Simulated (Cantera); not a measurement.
An adiabatic, constant-volume homogeneous reactor starts with 5.20 % CH₄, 0.125 % C₂H₆, 0.539 % C₃H₈, 18.9 % O₂, 71.0 % N₂, 4.24 % CO₂, equivalence ratio 0.72, at 1375 K and 2.90 bar.

Cantera simulation using GRI-Mech 3.0 (53 species, 325 reactions); the numbers are that mechanism's predictions, not measurements.

x: mole fraction; the columns are a selection and need not sum to one.

```json
[
 {"t (s)": "6.00e-6", "T (K)": "1375", "P (bar)": "2.90", "x CH₄": "0.0520", "x C₂H₆": "0.00125", "x C₃H₈": "0.00537", "x NO": "<1e-12", "x CH₂CO": "6.37e-10", "x H": "1.79e-7", "x HO₂": "7.57e-6"},
 {"t (s)": "1.51e-5", "T (K)": "1375", "P (bar)": "2.90", "x CH₄": "0.0520", "x C₂H₆": "0.00125", "x C₃H₈": "0.00534", "x NO": "<1e-12", "x CH₂CO": "1.03e-8", "x H": "3.06e-7", "x HO₂": "1.73e-5"},
 {"t (s)": "3.82e-5", "T (K)": "1375", "P (bar)": "2.90", "x CH₄": "0.0518", "x C₂H₆": "0.00126", "x C₃H₈": "0.00524", "x NO": "<1e-12", "x CH₂CO": "2.28e-7", "x H": "6.51e-7", "x HO₂": "2.16e-5"},
 {"t (s)": "9.62e-5", "T (K)": "1377", "P (bar)": "2.91", "x CH₄": "0.0514", "x C₂H₆": "?", "x C₃H₈": "0.00489", "x NO": "<1e-12", "x CH₂CO": "?", "x H": "?", "x HO₂": "?"},
 {"t (s)": "0.000243", "T (K)": "1393", "P (bar)": "2.95", "x CH₄": "0.0492", "x C₂H₆": "0.00180", "x C₃H₈": "0.00369", "x NO": "2.69e-12", "x CH₂CO": "4.95e-5", "x H": "2.69e-6", "x HO₂": "6.04e-5"},
 {"t (s)": "0.000612", "T (K)": "2740", "P (bar)": "5.92", "x CH₄": "<1e-12", "x C₂H₆": "<1e-12", "x C₃H₈": "<1e-12", "x NO": "0.00387", "x CH₂CO": "<1e-12", "x H": "0.00161", "x HO₂": "1.57e-5"},
 {"t (s)": "0.00154", "T (K)": "2727", "P (bar)": "5.89", "x CH₄": "<1e-12", "x C₂H₆": "<1e-12", "x C₃H₈": "<1e-12", "x NO": "0.0121", "x CH₂CO": "<1e-12", "x H": "0.00152", "x HO₂": "1.44e-5"},
 {"t (s)": "0.00389", "T (K)": "2722", "P (bar)": "5.88", "x CH₄": "<1e-12", "x C₂H₆": "<1e-12", "x C₃H₈": "<1e-12", "x NO": "0.0150", "x CH₂CO": "<1e-12", "x H": "0.00150", "x HO₂": "1.40e-5"},
 {"t (s)": "0.00981", "T (K)": "2722", "P (bar)": "5.88", "x CH₄": "<1e-12", "x C₂H₆": "<1e-12", "x C₃H₈": "<1e-12", "x NO": "0.0151", "x CH₂CO": "<1e-12", "x H": "0.00149", "x HO₂": "1.40e-5"},
 {"t (s)": "0.0247", "T (K)": "2722", "P (bar)": "5.88", "x CH₄": "<1e-12", "x C₂H₆": "<1e-12", "x C₃H₈": "<1e-12", "x NO": "0.0151", "x CH₂CO": "<1e-12", "x H": "0.00149", "x HO₂": "1.40e-5"},
 {"t (s)": "0.0624", "T (K)": "2722", "P (bar)": "5.88", "x CH₄": "<1e-12", "x C₂H₆": "<1e-12", "x C₃H₈": "<1e-12", "x NO": "0.0151", "x CH₂CO": "<1e-12", "x H": "0.00149", "x HO₂": "1.40e-5"},
 {"t (s)": "0.157", "T (K)": "2722", "P (bar)": "5.88", "x CH₄": "<1e-12", "x C₂H₆": "<1e-12", "x C₃H₈": "<1e-12", "x NO": "0.0151", "x CH₂CO": "<1e-12", "x H": "0.00149", "x HO₂": "1.40e-5"},
 {"t (s)": "0.397", "T (K)": "2722", "P (bar)": "5.88", "x CH₄": "<1e-12", "x C₂H₆": "<1e-12", "x C₃H₈": "<1e-12", "x NO": "0.0151", "x CH₂CO": "<1e-12", "x H": "0.00149", "x HO₂": "1.40e-5"},
 {"t (s)": "1.00", "T (K)": "2722", "P (bar)": "5.88", "x CH₄": "<1e-12", "x C₂H₆": "<1e-12", "x C₃H₈": "<1e-12", "x NO": "0.0151", "x CH₂CO": "<1e-12", "x H": "0.00149", "x HO₂": "1.40e-5"}
]
```

Question: Complete the blanks.

Answer: 
- 9.62e-5, x C₂H₆: 0.00140
- 9.62e-5, x CH₂CO: 3.27e-6
- 9.62e-5, x H: 9.21e-7
- 9.62e-5, x HO₂: 2.45e-5
